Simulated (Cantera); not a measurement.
A closed system holds: 1 mol HMDSO, 0.24 mol CO2, 0.84 mol H2, 1.4 mol O3, held at 1275 °C and 68000 Pa.

Method: chemical equilibrium by Gibbs-energy minimisation in Cantera with the NASA 1993 tables (ideal gas, pure condensed phases). Candidate condensed phases: C, C6H6, C7H8, C8H18, H2O, Si, SiC, SiO2; 123 gas species. The feed counts by its element totals alone. The tables hold silica as quartz up to 1696 K and as liquid above; real silica turns to tridymite and cristobalite and melts near 1996 K. Equilibrium is a limit: real reactors are often held back by kinetics, nucleation or transport.

Base state: H2 0.853, CO 0.146, CH4 0.00101, H2O 0.000104, SiO 7.97e-5, H 3.45e-5, C2H2 (acetylene) 1.34e-5 (mole fractions); condensed: C(graphite) + SiO2(β-quartz).

Q: What changes in the equilibrium state with this change: temperature from 1275 °C to 1675 °C?

A: 
```json
[
 {"species": "H2", "before": "0.853", "after": "0.633"},
 {"species": "CO", "before": "0.146", "after": "0.319"},
 {"species": "SiO", "before": "7.97e-5", "after": "0.0464"},
 {"species": "CH4", "before": "0.00101", "after": "3.17e-5"},
 {"species": "H", "before": "3.45e-5", "after": "0.00109"},
 {"species": "C2H2 (acetylene)", "before": "1.34e-5", "after": "1.93e-5"},
 {"species": "H2O", "before": "0.000104", "after": "8.37e-5"},
 {"species": "C(graphite), mol", "before": "4.55", "after": "0"},
 {"species": "SiO2(β-quartz), mol", "before": "2.00", "after": "0"},
 {"species": "SiC(s), mol", "before": "0", "after": "1.28"}
]
```
